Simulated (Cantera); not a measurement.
A perfectly stirred reactor is fed with 3.38 % CH₄, 0.304 % C₂H₆, 3.14 % C₃H₈, 19.6 % O₂, 73.6 % N₂, at 3.60 bar; it is adiabatic with a 475 K inlet, and is followed from long to short residence time, starting on the burning branch (τ in s: 0.025, 0.015, 0.0094, 0.0057, 0.0035, 0.0021, 0.0013, 0.00077, 0.00047, 0.00028, 0.00017, 0.0001, 6.4e-05).

Computed with Cantera and GRI-Mech 3.0 (53 species, 325 reactions). GRI-Mech 3.0 was tuned for natural gas; its chemistry of propane as a main component is partial and can be far from experiment.

One state of this run: T (K) = 2213; x CH₄ = 5.76e-5; x C₂H₆ = 6.49e-7; x C₃H₈ = 4.80e-6; x HCO = 1.98e-6; x C₂H₄ = 1.49e-5; x O = 0.000603; x NO = 0.000429. x: mole fraction; the columns are a selection and need not sum to one.

Which value of τ (s) does it belong to?
(A) 6.4e-5
(B) 0.00047
(C) 0.0013
(D) 0.00010

B, 0.00047
